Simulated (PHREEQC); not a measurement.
Solution (8.9 °C): 0.14 mmol/kgw Ag2SO4, 5.4 mmol/kgw HBF4 and 4.2 mmol/kgw Cu(NO3)2. Closed to the air; pH follows from the charge balance.

All values are PHREEQC results (ion-association model, wateq4f.dat), not measurements.

The ionic strength comes out as 0.0180 mol/kgw. What activity coefficients do Cu+2, BF2(OH)2-, SO4-2, HSO4-, Ag+ get?

Cu+2 0.61, BF2(OH)2- 0.87, SO4-2 0.60, HSO4- 0.88, Ag+ 0.88.

This is a speciation only: nothing precipitates in the calculation. Constants without temperature data keep their 25 °C values here. Real BF4- forms and hydrolyses slowly; the run takes it at equilibrium.
